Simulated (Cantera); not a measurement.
# Thermodynamics of oxide etching and cleaning by halides, feed B2O3 + Cl2 + O2 + F2

A closed system holds: 1 mol B2O3, 1.3 mol Cl2, 0.57 mol O2, 2.7 mol F2, at 1748.15 K and 0.000140 bar.

These are equilibrium values from Cantera (NASA tables, ideal gas, pure condensed phases), not measurements of a reactor. Candidate condensed phases: B, B2O3; 32 gas species. The numbers say what is thermodynamically allowed, not how fast it happens.

```json
{
  "x(Cl)": "0.395",
  "x(O2)": "0.289",
  "x(BF3)": "0.255",
  "x(BOF)": "0.0498",
  "x(F)": "0.00823",
  "x(O)": "0.00333",
  "x(Cl2)": "0.000362",
  "x(BOF2)": "6.54e-5",
  "x(ClO)": "4.69e-5",
  "gas_amount": "6.569 mol",
  "log10 activity of B(s) (absent)": "-14.79"
}
```
